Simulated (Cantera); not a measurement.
Equilibrium for chemical vapour transport: B + Cl2 + O2 + HCl

Feed: 1 mol B, 0.068 mol Cl2, a varied amount of O2, 0.1 mol HCl, equilibrated at 802 °C and 1 atm.

Method: chemical equilibrium by Gibbs-energy minimisation in Cantera with the NASA 1993 tables (ideal gas, pure condensed phases). Candidate condensed phases: B, B2O3, B3O3H3, H2O; 33 gas species. Mutual solubility and eutectic melting of coexisting phases are not modelled. Gases not in the tables: BHCl2. The numbers say what is thermodynamically allowed, not how fast it happens.

At 0.019 mol O2 the condensed part is B(s). From 0.023 mol O2 to 0.13 mol O2 the condensed part is B(s) + B2O3(l). The main B-bearing gas is BCl3 throughout.

| n(O2) (mol) | log p BCl3 | log p H2 | log p B3O3Cl3 | log p HCl | n B(s) | n B2O3(l) |
|---|---|---|---|---|---|---|
| 0.019 | -0.31 | -0.46 | -1.01 | -1.06 | 0.900 | 0 |
| 0.023 | -0.33 | -0.46 | -0.95 | -1.07 | 0.894 | 0.000794 |
| 0.029 | -0.33 | -0.46 | -0.95 | -1.07 | 0.886 | 0.00479 |
| 0.036 | -0.33 | -0.46 | -0.95 | -1.07 | 0.877 | 0.00946 |
| 0.044 | -0.33 | -0.46 | -0.95 | -1.07 | 0.866 | 0.0148 |
| 0.055 | -0.33 | -0.46 | -0.95 | -1.07 | 0.851 | 0.0221 |
| 0.068 | -0.33 | -0.46 | -0.95 | -1.07 | 0.834 | 0.0308 |
| 0.084 | -0.33 | -0.46 | -0.95 | -1.07 | 0.813 | 0.0415 |
| 0.1 | -0.33 | -0.46 | -0.95 | -1.07 | 0.791 | 0.0521 |
| 0.13 | -0.33 | -0.46 | -0.95 | -1.07 | 0.751 | 0.0721 |
log p: log10 of the partial pressure in bar; n: condensed amount in mol.
